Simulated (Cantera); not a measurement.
Input: 1 mol CuO, 0.56 mol C, 0.031 mol CO, 3.8 mol CH4, at 1925 °C and 1300 Pa.

Equilibrium computed with Cantera from the NASA thermochemical tables; the gas is ideal and each condensed phase is pure. Candidate condensed phases: C, C6H6, C7H8, C8H18, Cu, CuO, Cu(OH)2, Cu2O, H2O; 113 gas species. The numbers say what is thermodynamically allowed, not how fast it happens.

Base state: H2 0.749, CO 0.105, Cu 0.102, H 0.0423, C2H2 (acetylene) 0.00190, Cu2 4.44e-5 (mole fractions); condensed: C(graphite).

Problem. What changes in the equilibrium state with this change: temperature from 1925 °C to 752 °C?

Solution. 
```
species            before     after
----------------  -------  --------
H2                  0.749     0.880
CO                  0.105     0.119
CH4               1.93e-6  0.000739
Cu                  0.102   3.19e-9
H                  0.0423   3.58e-8
C2H2 (acetylene)  0.00190   1.94e-9
Cu2               4.44e-5     <1e-9
CO2               1.55e-9   6.34e-5
H2O               5.86e-8  0.000361
C(graphite), mol     3.32      3.36
Cu(s), mol              0      1.00
```

Problem. What changes in the equilibrium state with this change: temperature from 1925 °C to 1200 °C?

Solution. 
| species | before | after |
|---|---|---|
| H2 | 0.749 | 0.880 |
| CO | 0.105 | 0.119 |
| Cu | 0.102 | 0.000398 |
| H | 0.0423 | 0.000104 |
| Cu2 | 4.44e-5 | 1.31e-7 |
| C2H2 (acetylene) | 0.00190 | 5.73e-6 |
| C(graphite), mol | 3.32 | 3.36 |
| Cu(l), mol | 0 | 0.997 |

Problem. What changes in the equilibrium state with this change: temperature from 1925 °C to 925 °C?

Solution. 
```csv
species,before,after
H2,0.749,0.880
CO,0.105,0.119
CH4,1.93e-6,0.000161
Cu,0.102,8.97e-7
H,0.0423,1.57e-6
Cu2,4.44e-5,<1e-9
C2H2 (acetylene),0.00190,8.73e-8
"C(graphite), mol",3.32,3.36
"Cu(s), mol",0,1.000
```
